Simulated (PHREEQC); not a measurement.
4.9 g of hydrous ferric oxide (600 m²/g; 0.2 weak and 0.005 strong sites per Fe, Dzombak-Morel constants, diffuse double layer) in 1 kg of water with 0.005 mol/kgw of an inert sodium salt and 1.2e-05 mol H3BO3, 0.00058 mol Na2HAsO4 and 4.5e-05 mol MnCl2, at 25 °C; the pH is set by adding NaOH or the inert anion's acid. The system is closed to oxygen. No CO2 enters from the air. Precipitation was switched off in this run.

Model: ion-association model, wateq4f.dat, run in PHREEQC.

| pH | B sorbed (%) | As sorbed (%) | Mn sorbed (%) | surface charge σ (C/m²) | surface potential ψ (mV) |
|---|---|---|---|---|---|
| 4 | 1.6 | 100.0 | 0.0 | 0.193 | 181 |
| 4.75 | 2.3 | 100.0 | 0.6 | 0.110 | 156 |
| 5.12 | 2.6 | 100.0 | 2.5 | 0.079 | 141 |
| 5.88 | 2.9 | 100.0 | 38.7 | 0.038 | 106 |
| 6.25 | 3.0 | 100.0 | 74.9 | 0.025 | 87 |
| 7 | 3.0 | 100.0 | 98.8 | 0.010 | 47 |
| 7.75 | 3.0 | 100.0 | 100.0 | 0.001 | 5 |
| 8.12 | 2.9 | 100.0 | 100.0 | -0.003 | -16 |
| 8.88 | 2.2 | 99.8 | 100.0 | -0.013 | -58 |
| 9.25 | 1.5 | 99.1 | 100.0 | -0.019 | -78 |
| 10 | 0.5 | 89.3 | 100.0 | -0.041 | -114 |

The database has no arsenate complexes of Mn.
